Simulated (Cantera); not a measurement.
A perfectly stirred reactor is fed with H₂ : O₂ = 0.13 : 1 (molar parts), equivalence ratio 0.065, at 0.00550 bar; it is held at 1350 K, and followed from long to short residence time.

Detailed kinetics in Cantera: the H2/O2 subset of GRI-Mech 3.0, which has no nitrogen chemistry. Radical loss at walls, strong at low pressure, is not modelled. The temperature is held fixed by assumption; the heat of reaction is taken as removed at once.

**Question.** Predict: x(H₂) at τ = 1.20 s; x(O₂) at τ = 1.20 s; x(O) at τ = 1.20 s; x(H₂O₂) at τ = 1.20 s; x(OH) at τ = 1.20 s; x(H₂) at τ = 27.0 ms; x(O₂) at τ = 27.0 ms; x(O) at τ = 27.0 ms; x(H₂O₂) at τ = 27.0 ms; x(OH) at τ = 27.0 ms.

**Answer.** 
- x(H₂) at τ = 1.20 s = 0.000955
- x(O₂) at τ = 1.20 s = 0.862
- x(O) at τ = 1.20 s = 0.0136
- x(H₂O₂) at τ = 1.20 s = 4.98e-8
- x(OH) at τ = 1.20 s = 0.00525
- x(H₂) at τ = 27.0 ms = 0.00445
- x(O₂) at τ = 27.0 ms = 0.811
- x(O) at τ = 27.0 ms = 0.0566
- x(H₂O₂) at τ = 27.0 ms = 6.34e-8
- x(OH) at τ = 27.0 ms = 0.0103
